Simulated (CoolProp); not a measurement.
Model: reference Helmholtz-energy equation of state, Span 1996, in CoolProp.

Question: For carbon dioxide, give the phase and the density (kg/m³), isothermal compressibility (1/MPa) at 346.5 K and 25.4 MPa.

Answer: 
- 346.5 K and 25.4 MPa: supercritical; density 725, isothermal compressibility 0.0172
